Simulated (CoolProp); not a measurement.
Benzene along the isobar 55.8 bar: fugacity coefficient from the reference equation and from simpler models built on Tc = 288.9 °C, pc = 49.06 bar, ω = 0.211; each cubic takes its own stable root.

The numbers come from the reference Helmholtz-energy equation of state, Thol 2012 in CoolProp.

| T (°C) | phase | reference | Redlich-Kwong | Soave-Redlich-Kwong | Peng-Robinson |
|---|---|---|---|---|---|
| 119.45 | liquid | 0.05829 | 0.08326 | 0.05959 | 0.05804 |
| 136.25 | liquid | 0.08345 | 0.1140 | 0.08556 | 0.08298 |
| 152.95 | liquid | 0.1149 | 0.1506 | 0.1181 | 0.1142 |
| 169.65 | liquid | 0.1531 | 0.1931 | 0.1578 | 0.1522 |
| 186.35 | liquid | 0.1982 | 0.2412 | 0.2047 | 0.1972 |
| 203.05 | liquid | 0.2502 | 0.2943 | 0.2587 | 0.2489 |
| 219.75 | liquid | 0.3085 | 0.3515 | 0.3191 | 0.3068 |
| 236.45 | liquid | 0.3726 | 0.4120 | 0.3849 | 0.3700 |
| 253.15 | liquid | 0.4414 | 0.4743 | 0.4546 | 0.4372 |
| 269.85 | liquid | 0.5132 | 0.5369 | 0.5262 | 0.5062 |
| 286.55 | liquid | 0.5856 | 0.5973 | 0.5960 | 0.5737 |
| 303.25 | supercritical | 0.6491 | 0.6494 | 0.6546 | 0.6303 |
| 319.95 | supercritical | 0.6885 | 0.6840 | 0.6925 | 0.6672 |
| 336.75 | supercritical | 0.7199 | 0.7116 | 0.7232 | 0.6974 |
